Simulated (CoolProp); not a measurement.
Ethanol along the isobar 18900 kPa: fugacity coefficient from the reference equation and from simpler models built on Tc = 514.7 K, pc = 6268 kPa, ω = 0.644; each cubic takes its own stable root.

Values from CoolProp's reference Helmholtz-energy equation of state, Schroeder 2014.

| T (K) | phase | reference | Redlich-Kwong | Peng-Robinson |
|---|---|---|---|---|
| 207.5 | liquid | [?] | 4.444e-5 | [?] |
| 221.6 | liquid | 1.507e-6 | 0.0001439 | 1.142e-6 |
| 235.7 | liquid | 6.410e-6 | 0.0003899 | 5.402e-6 |
| 249.8 | liquid | 2.280e-5 | 0.0009153 | 2.080e-5 |
| 264 | liquid | 7.030e-5 | 0.001921 | 6.801e-5 |
| 278.1 | liquid | 0.0001894 | 0.003643 | [?] |
| 292.2 | liquid | 0.0004580 | 0.006379 | 0.0004749 |
| 306.4 | liquid | 0.001014 | 0.01048 | 0.001071 |
| 320.5 | liquid | 0.002059 | 0.01620 | 0.002196 |
| 334.6 | liquid | 0.003893 | 0.02386 | [?] |
| 348.8 | liquid | 0.006942 | 0.03378 | [?] |
| 362.9 | liquid | [?] | 0.04602 | 0.01244 |
| 377 | liquid | 0.01864 | 0.06076 | [?] |
| 391.2 | liquid | 0.02858 | 0.07819 | 0.03010 |
| 405.3 | liquid | 0.04196 | 0.09803 | 0.04387 |

Problem. Complete the blanks.

Solution. 
- 207.5, reference: 2.854e-7
- 207.5, Peng-Robinson: 1.877e-7
- 278.1, Peng-Robinson: 0.0001910
- 334.6, Peng-Robinson: 0.004169
- 348.8, Peng-Robinson: 0.007432
- 362.9, reference: 0.01166
- 377, Peng-Robinson: 0.01977
